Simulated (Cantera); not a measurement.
Feed: 1 mol Cu2O, 6 mol C, 10 mol N2, held at 1850 °C and 0.133 bar.

Equilibrium computed with Cantera from the NASA thermochemical tables; the gas is ideal and each condensed phase is pure. Candidate condensed phases: C, Cu, CuO, Cu2O; 27 gas species. Kinetics and transport are ignored.

Base state: N2 0.822, Cu 0.0947, CO 0.0822, Cu2 0.000579 (mole fractions); condensed: C(graphite) + Cu(l).

Question: What changes in the equilibrium state with this change: temperature from 1850 °C to 1752 °C?

Answer: 
| species | before | after |
|---|---|---|
| N2 | 0.822 | 0.872 |
| CO | 0.0822 | 0.0872 |
| Cu | 0.0947 | 0.0406 |
| Cu2 | 0.000579 | 0.000183 |
| C(graphite), mol | 5.00 | 5.00 |
| Cu(l), mol | 0.834 | 1.53 |

Question: What changes in the equilibrium state with this change: 0.2 mol H2 added?

Answer: 
| species | before | after |
|---|---|---|
| N2 | 0.822 | 0.806 |
| Cu | 0.0947 | 0.0947 |
| CO | 0.0822 | 0.0807 |
| H2 | 0 | 0.0142 |
| HCN | 0 | 0.00249 |
| H | 0 | 0.00117 |
| HNC | 0 | 0.000175 |
| C(graphite), mol | 5.00 | 4.97 |
| Cu(l), mol | 0.834 | 0.812 |
Further candidate phases: C6H6, C7H8, C8H18, Cu(OH)2, H2O.
